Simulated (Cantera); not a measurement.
A Cantera script and what it prints.

```python
import numpy as np
import cantera as ct

gas_names = [...]  # 110 gases of nasa_gas.yaml made of C, H, O
cond_names = """
    C(gr) C6H6(L) C7H8(L) C8H18(L),n-octa H2O(s) H2O(L)
""".split()


# ... load() reads the species with a 1 bar reference pressure and builds the phases ...
atoms = {
    'n-butane': {'C': 4, 'H': 10},
    'O2': {'O': 2},
    'H2': {'H': 2},
}
top_T = {'C(gr)': 4500}  # K; cautious upper limits of use, not melting points


# ... equilibrate(T, P, feed) seeds the gas with the atoms and calls Mixture.equilibrate('TP', solver="vcs", rtol=1e-11, max_steps=5000) ...
results = []
feed = {'n-butane': 1, 'O2': 0.06, 'H2': 33}  # mol
T = 748.15  # K
P = 1000  # Pa
mix = equilibrate(T, P, feed)
results.append((T, P, feed, dict(zip(mix.species_names, mix.species_moles))))
x = sorted(zip(gas.X, gas.species_names), reverse=True)
print(f"T = {T:g} K  P = {P:g} Pa  gas = {mix.phase_moles(0):.4g} mol")
print("   x: " + "  ".join(f"{s} {v:.3e}" for v, s in x if v > 1e-06))
print("   condensed (mol): " + ("  ".join(f"{mix.phase(i).name} {mix.phase_moles(i):.4g}"
      for i in range(1, mix.n_phases) if mix.phase_moles(i) > 1e-12) or "none"))
```

Result:

```
T = 748.15 K  P = 1000 Pa  gas = 36.92 mol
   x: H2 9.659e-01  CH4 3.083e-02  CO 1.669e-03  H2O 1.547e-03  CO2 1.661e-05
   condensed (mol): C(gr) 2.799
```

Equilibrium computed with Cantera from the NASA thermochemical tables; the gas is ideal and each condensed phase is pure.
